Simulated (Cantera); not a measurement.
An adiabatic, constant-pressure homogeneous reactor starts with 34.1 % CO, 4.20 % H₂, 3.93 % CH₄, 12.1 % O₂, 45.6 % N₂, equivalence ratio 2.2, at 1125 K and 37000 Pa.

Computed with Cantera and GRI-Mech 3.0 (53 species, 325 reactions).

Question: Predict: time of steepest temperature rise; temperature at 3.00 s; equilibrium temperature; x(CO) at 3.00 s; x(H₂) at 3.00 s.

Answer: 
| Item | Result |
|---|---|
| time of steepest temperature rise | 3.46 ms |
| temperature at 3.00 s | 2490 K |
| equilibrium temperature | 2490 K |
| x(CO) at 3.00 s | 0.277 (gas-phase equilibrium 0.277) |
| x(H₂) at 3.00 s | 0.0330 (gas-phase equilibrium 0.0330) |
